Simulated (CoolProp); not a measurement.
Dry air along the isotherm -136.65 °C: Z from the reference equation and from simpler models built on Tc = -140.6 °C, pc = 3.786 MPa, ω = 0.034; each cubic takes its own stable root.

Model: reference Helmholtz-energy equation of state, Lemmon 2000, in CoolProp. It is a pseudo-pure fit of the blend.

| p (MPa) | phase | reference |
|---|---|---|
| 0.631 | gas | 0.9469 |
| 1.26 | gas | 0.8895 |
| 1.89 | gas | 0.8259 |
| 2.52 | gas | 0.7534 |
| 3.16 | gas | 0.6653 |
| 3.79 | supercritical | 0.5503 |
| 4.42 | supercritical | 0.3534 |
| 5.05 | supercritical | 0.2844 |
| 5.68 | supercritical | 0.2912 |

### Question
How far does each simpler model (van der Waals, Redlich-Kwong, Soave-Redlich-Kwong, Peng-Robinson) lie from the reference over these 9 states: mean and median of the absolute difference, and the worst?

### Answer
- van der Waals: mean 7.0 %, median 2.8 %, worst +24.6 % at -136.65 °C and 5.68 MPa
- Redlich-Kwong: mean 3.1 %, median 0.5 %, worst +10.1 % at -136.65 °C and 5.05 MPa
- Soave-Redlich-Kwong: mean 3.4 %, median 0.7 %, worst +10.7 % at -136.65 °C and 5.05 MPa
- Peng-Robinson: mean 1.8 %, median 1.5 %, worst -3.3 % at -136.65 °C and 3.16 MPa
